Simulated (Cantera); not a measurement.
A Cantera script and what it prints.

```python
import numpy as np
import cantera as ct

gas_names = """
    B BH BH2 BH3 BN BO BO2 B2 B2O B2O2 B2O3 B3O3H3 H HBO HBO2 HNO HNO2 HNO3 HO2 H2 H2O H2O2 H3B3O6 N NH
    NH2 NH3 NH2OH NO NO2 NO3 N2 N2H2 N2H4 N2O O OH O2 O3
""".split()
cond_names = """
    B(b) B(L) BN(s) B2O3(L) B3O3H3(cr) H2O(s) H2O(L)
""".split()


# ... load() reads the species with a 1 bar reference pressure and builds the phases ...
atoms = {
    'BN': {'B': 1, 'N': 1},
    'H2O': {'H': 2, 'O': 1},
    'H2': {'H': 2},
    'O2': {'O': 2},
}
top_T = {'BN(s)': 3200}  # K; cautious upper limits of use, not melting points


# ... equilibrate(T, P, feed) seeds the gas with the atoms and calls Mixture.equilibrate('TP', solver="vcs", rtol=1e-11, max_steps=5000) ...
results = []
feed = {'BN': 1, 'H2O': 0.15, 'H2': 18, 'O2': 0.15}  # mol
T = 775  # K
P = 1000  # Pa
mix = equilibrate(T, P, feed)
results.append((T, P, feed, dict(zip(mix.species_names, mix.species_moles))))
print(gas.report(threshold=0.001))
for i in range(1, mix.n_phases):
    print(f"{mix.phase(i).name:16s} {mix.phase_moles(i):12.5e} mol")
```

It prints:

```
       temperature   775 K
          pressure   1000 Pa
           density   0.00034643 kg/m^3
  mean mol. weight   2.2323 kg/kmol
   phase of matter   gas

                          1 kg             1 kmol
                     ---------------   ---------------
          enthalpy        6.2075e+06        1.3857e+07  J
   internal energy        3.3209e+06        7.4134e+06  J
           entropy             88630        1.9785e+05  J/K
    Gibbs function       -6.2481e+07       -1.3948e+08  J
 heat capacity c_p             13238             29552  J/K
 heat capacity c_v            9513.4             21237  J/K

                      mass frac. Y      mole frac. X     chem. pot. / RT
                     ---------------   ---------------   ---------------
                H2           0.89543           0.99151           -21.525
                N2           0.10105         0.0080519           -33.677
     [  +37 minor]         0.0035249        0.00043632

B(b)              0.00000e+00 mol
BN(s)             7.05281e-01 mol
B2O3(L)           1.47357e-01 mol
B3O3H3(cr)        0.00000e+00 mol
```

Cantera equilibrium calculation (NASA polynomials, part measured and part estimated; ideal gas, pure solids and liquids).
